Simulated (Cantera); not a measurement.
## SiH4 + C2H4 + H2 (silicon carbide growth)

Charge: 1 mol SiH4, 0.052 mol C2H4, a varied amount of H2, held at 2273.15 K and 1.00 Torr.

Cantera equilibrium calculation (NASA polynomials, part measured and part estimated; ideal gas, pure solids and liquids). Candidate condensed phases: C, C6H6, C7H8, C8H18, Si, SiC; 87 gas species. Gases not in the tables: Si2H6 and higher silanes. Kinetics and transport are ignored.

```
n(H2) (mol)  log p H2  log p H  log p Si  log p Si2C  log p SiC2  log p SiH
-----------  --------  -------  --------  ----------  ----------  ---------
3.5             -3.04    -3.60     -3.80       -5.05       -5.36      -5.73
5.1             -3.03    -3.59     -3.89       -5.21       -5.42      -5.82
7.5             -3.02    -3.58     -3.99       -5.41       -5.51      -5.92
11              -3.01    -3.58     -4.11       -5.65       -5.62      -6.03
16              -3.00    -3.57     -4.24       -5.90       -5.76      -6.15
24              -2.99    -3.57     -4.38       -6.21       -5.94      -6.29
36              -2.99    -3.57     -4.54       -6.55       -6.16      -6.45
52              -2.98    -3.57     -4.68       -6.88       -6.38      -6.59
77              -2.98    -3.57     -4.84       -7.24       -6.63      -6.75
110             -2.98    -3.56     -4.99       -7.59       -6.88      -6.89
170             -2.98    -3.56     -5.17       -8.03       -7.21      -7.07
```
log p: log10 of the partial pressure in bar; nothing condenses.

From 3.5 mol H2 to 170 mol H2 nothing is condensed. The main Si-bearing gas is Si throughout.
